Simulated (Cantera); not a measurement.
Charge: 1 mol FeS2, a varied amount of O2, 0.057 mol CO2, held at 998.15 K and 338 Torr.

These are equilibrium values from Cantera (NASA tables, ideal gas, pure condensed phases), not measurements of a reactor. Candidate condensed phases: C, Fe, Fe(CO)5, FeO, FeS, FeSO4, FeS2, Fe2O3, Fe2(SO4)3, Fe3O4, S; 25 gas species. Kinetics and transport are ignored.

Problem. At 4 mol O2, list the 4 most abundant gas species with their mole fractions, and the condensed phases.

Solution. SO2 0.412, O2 0.292, SO3 0.276, CO2 0.0196. Condensed: Fe2O3(s).
